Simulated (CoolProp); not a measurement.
n-perfluorobutane along the isobar 3.27 MPa: fugacity coefficient from the reference equation and from simpler models built on Tc = 113.2 °C, pc = 2.322 MPa, ω = 0.372; each cubic takes its own stable root.

Model: reference Helmholtz-energy equation of state, Gao 2022, in CoolProp.

```csv
T (°C),phase,reference,van der Waals,Redlich-Kwong,Soave-Redlich-Kwong
-63.85,liquid,0.001270,0.04635,0.005920,0.001338
-51.95,liquid,0.002940,0.06293,0.01113,0.003038
-40.05,liquid,0.006104,0.08269,0.01925,0.006233
-28.15,liquid,0.01156,0.1056,0.03103,0.01173
-16.25,liquid,0.02028,0.1317,0.04718,0.02051
-4.25,liquid,0.03343,0.1611,0.06844,0.03379
7.65,liquid,0.05185,0.1930,0.09482,0.05245
19.55,liquid,0.07658,0.2275,0.1266,0.07759
31.45,liquid,0.1084,0.2643,0.1638,0.1100
43.35,liquid,0.1477,0.3031,0.2061,0.1503
55.25,liquid,0.1947,0.3435,0.2529,0.1985
67.15,liquid,0.2492,0.3851,0.3036,0.2543
79.05,liquid,0.3105,0.4275,0.3573,0.3168
91.05,liquid,0.3780,0.4707,0.4134,0.3852
```
